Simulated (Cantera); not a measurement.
Cantera with NASA thermochemical tables; ideal gases at 1 bar, condensed phases pure. Values are per mole of reaction as written; species without (g) are pure solids or liquids, kept so even where they would boil at 1 bar.

P4(g) + 10 NO(g) = P4O10 + 10 N(g), with ΔH° = 745.3 kJ and ΔS° = -625.4 J/K at 300 K.

Problem. How far is the shortcut ΔG° ≈ ΔH°(300 K) − T·ΔS°(300 K) from the full temperature-dependent value at 475, 500, 525, 550, 575, 600, 625, 650 K?

Solution. 
```
T (K)  shortcut (kJ)  full (kJ)  difference (kJ)  difference in log10 K
-----  -------------  ---------  ---------------  ---------------------
475           1042.3     1039.0              3.3                  -0.37
500           1057.9     1053.5              4.4                  -0.46
525           1073.6     1067.9              5.6                  -0.56
550           1089.2     1082.2              7.0                  -0.67
575           1104.8     1096.3              8.6                  -0.78
600           1120.5     1110.2             10.3                  -0.90
625           1136.1     1123.9             12.2                  -1.02
650           1151.7     1137.5             14.2                  -1.14
```
The shortcut ignores the heat-capacity change of the reaction.
